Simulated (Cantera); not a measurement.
A Cantera script and what it prints.

```python
import numpy as np
import cantera as ct

gas_names = """
    O O2 O3 S SO SO2 SO3 S2 S2O S8
""".split()
cond_names = """
    S(cr1) S(cr2) S(L)
""".split()


# ... load() reads the species with a 1 bar reference pressure and builds the phases ...
atoms = {
    'SO2': {'S': 1, 'O': 2},
    'O2': {'O': 2},
}
top_T = {}  # K; cautious upper limits of use, not melting points


# ... equilibrate(T, P, feed) seeds the gas with the atoms and calls Mixture.equilibrate('TP', solver="vcs", rtol=1e-11, max_steps=5000) ...
results = []
feed = {'SO2': 1, 'O2': 0.12}  # mol
P = 34  # Pa
for T in [2175, 2275, 2375, 2475, 2575, 2675, 2775, 2875, 2975, 3075, 3175, 3275, 3375]:
    mix = equilibrate(T, P, feed)
    results.append((T, P, feed, dict(zip(mix.species_names, mix.species_moles))))
    x = sorted(zip(gas.X, gas.species_names), reverse=True)
    print(f"T = {T:g} K  P = {P:g} Pa  gas = {mix.phase_moles(0):.4g} mol")
    print("   x: " + "  ".join(f"{s} {v:.3e}" for v, s in x if v > 1e-06))
    print("   condensed (mol): " + ("  ".join(f"{mix.phase(i).name} {mix.phase_moles(i):.4g}"
          for i in range(1, mix.n_phases) if mix.phase_moles(i) > 1e-12) or "none"))
```

Result:

```
T = 2175 K  P = 34 Pa  gas = 1.194 mol
   x: SO2 7.592e-01  O2 1.193e-01  SO 7.609e-02  O 4.314e-02  S 2.275e-03  S2 2.112e-05  SO3 1.731e-05  S2O 1.658e-06
   condensed (mol): none
T = 2275 K  P = 34 Pa  gas = 1.265 mol
   x: SO2 6.511e-01  SO 1.316e-01  O2 1.269e-01  O 8.283e-02  S 7.494e-03  S2 7.934e-05  SO3 1.223e-05  S2O 4.094e-06
   condensed (mol): none
T = 2375 K  P = 34 Pa  gas = 1.388 mol
   x: SO2 5.037e-01  SO 1.960e-01  O 1.487e-01  O2 1.309e-01  S 2.038e-02  S2 2.223e-04  SO3 7.829e-06  S2O 7.709e-06
   condensed (mol): none
T = 2475 K  P = 34 Pa  gas = 1.585 mol
   x: SO2 3.354e-01  SO 2.478e-01  O 2.450e-01  O2 1.247e-01  S 4.663e-02  S2 4.760e-04  S2O 1.102e-05  SO3 4.216e-06
   condensed (mol): none
T = 2575 K  P = 34 Pa  gas = 1.875 mol
   x: O 3.632e-01  SO 2.596e-01  SO2 1.819e-01  O2 1.042e-01  S 9.033e-02  S2 7.833e-04  S2O 1.166e-05  SO3 1.759e-06
   condensed (mol): none
T = 2675 K  P = 34 Pa  gas = 2.235 mol
   x: O 4.793e-01  SO 2.206e-01  S 1.478e-01  SO2 7.705e-02  O2 7.415e-02  S2 9.782e-04  S2O 8.876e-06
   condensed (mol): none
T = 2775 K  P = 34 Pa  gas = 2.59 mol
   x: O 5.692e-01  S 2.054e-01  SO 1.531e-01  O2 4.556e-02  SO2 2.572e-02  S2 9.300e-04  S2O 4.889e-06
   condensed (mol): none
T = 2875 K  P = 34 Pa  gas = 2.862 mol
   x: O 6.259e-01  S 2.494e-01  SO 9.127e-02  O2 2.542e-02  SO2 7.268e-03  S2 7.089e-04  S2O 2.100e-06
   condensed (mol): none
T = 2975 K  P = 34 Pa  gas = 3.034 mol
   x: O 6.572e-01  S 2.767e-01  SO 5.010e-02  O2 1.362e-02  SO2 1.911e-03  S2 4.714e-04
   condensed (mol): none
T = 3075 K  P = 34 Pa  gas = 3.129 mol
   x: O 6.735e-01  S 2.917e-01  SO 2.677e-02  O2 7.281e-03  SO2 5.022e-04  S2 2.946e-04
   condensed (mol): none
T = 3175 K  P = 34 Pa  gas = 3.18 mol
   x: O 6.818e-01  S 2.996e-01  SO 1.439e-02  O2 3.964e-03  S2 1.811e-04  SO2 1.373e-04
   condensed (mol): none
T = 3275 K  P = 34 Pa  gas = 3.207 mol
   x: O 6.861e-01  S 3.037e-01  SO 7.900e-03  O2 2.216e-03  S2 1.121e-04  SO2 3.974e-05
   condensed (mol): none
T = 3375 K  P = 34 Pa  gas = 3.221 mol
   x: O 6.884e-01  S 3.058e-01  SO 4.456e-03  O2 1.275e-03  S2 7.053e-05  SO2 1.224e-05
   condensed (mol): none
```

Cantera equilibrium calculation (NASA polynomials, part measured and part estimated; ideal gas, pure solids and liquids).
